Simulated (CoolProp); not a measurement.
Vapour-liquid equilibrium of isohexane (1) + n-heptane (2) at 0.00268 MPa; x and y are mole fractions of (1).

The numbers come from the multi-fluid Helmholtz-energy mixture model, Lemmon 2006 and Span 2003; pair parameters Bell 2016 in CoolProp.

Problem. Give the bubble temperature and the first vapour's composition at x = 0.05, 0.65, 0.95. Is there an azeotrope?

Solution. x = 0.05: 5.9 °C, y = 0.229; x = 0.65: -15.5 °C, y = 0.928; x = 0.95: -20.8 °C, y = 0.993. No azeotrope shows between x = 0.05 and 0.95.

Pair parameters are fitted to limited data, so mixtures are less certain than the pure fluids.
